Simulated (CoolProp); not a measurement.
A single-stage vapour-compression cycle with R404A: evaporating at 225.15 K (dew point), condensing at 265.15 K (bubble point), superheat 2 K, subcooling 0 K, compressor efficiency 0.6, no pressure losses. Each further row changes one setting.

Values from CoolProp's reference Helmholtz-energy equation of state, Lemmon 2003. It is a pseudo-pure fit of the blend.

```csv
case,cooling COP,pressure ratio,discharge temperature (K),refrigerating effect (kJ/kg),volumetric capacity (kJ/m³)
as stated,2.75,5.25,301.1,151,730
evaporating temperature 230.15 K,3.28,4.12,295.8,154,935
condensing temperature 260.15 K,3.22,4.42,293.3,158,763
subcooling 5 K,2.87,5.25,301.1,158,763
superheat 12 K,2.75,5.25,312.4,159,731
compressor efficiency 0.5,2.29,5.25,312.8,151,730
```
